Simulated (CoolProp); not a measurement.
A closed Brayton cycle with nitrogen: compressor inlet 316.15 K and 7.8 MPa, high pressure 24.3 MPa, turbine inlet 820 K, compressor efficiency 0.8, turbine efficiency 0.9, recuperator effectiveness 0.95 (on enthalpy, no pinch check). Each further row changes one setting.

The numbers come from the reference Helmholtz-energy equation of state, Span 2000 in CoolProp.

```json
[
 {"case": "as stated", "thermal efficiency (%)": "…", "net work (kJ/kg)": "60.5", "compressor to turbine work": "0.73", "compressor exit (K)": "469.3", "turbine exit (K)": "625.0"},
 {"case": "turbine inlet 770 K", "thermal efficiency (%)": "…", "net work (kJ/kg)": "46.6", "compressor to turbine work": "0.78", "compressor exit (K)": "469.3", "turbine exit (K)": "585.1"},
 {"case": "compressor inlet 326.15 K", "thermal efficiency (%)": "23.1", "net work (kJ/kg)": "…", "compressor to turbine work": "0.76", "compressor exit (K)": "…", "turbine exit (K)": "625.0"},
 {"case": "high pressure 20.7 MPa", "thermal efficiency (%)": "…", "net work (kJ/kg)": "59.7", "compressor to turbine work": "0.70", "compressor exit (K)": "…", "turbine exit (K)": "649.4"},
 {"case": "recuperator effectiveness 0.5", "thermal efficiency (%)": "19.2", "net work (kJ/kg)": "60.5", "compressor to turbine work": "0.73", "compressor exit (K)": "469.3", "turbine exit (K)": "625.0"}
]
```

Task: What belongs in the gaps?

Result: 
- as stated, thermal efficiency (%): 25.3
- turbine inlet 770 K, thermal efficiency (%): 20.9
- compressor inlet 326.15 K, net work (kJ/kg): 54.9
- compressor inlet 326.15 K, compressor exit (K): 484.1
- high pressure 20.7 MPa, thermal efficiency (%): 27.9
- high pressure 20.7 MPa, compressor exit (K): 444.5
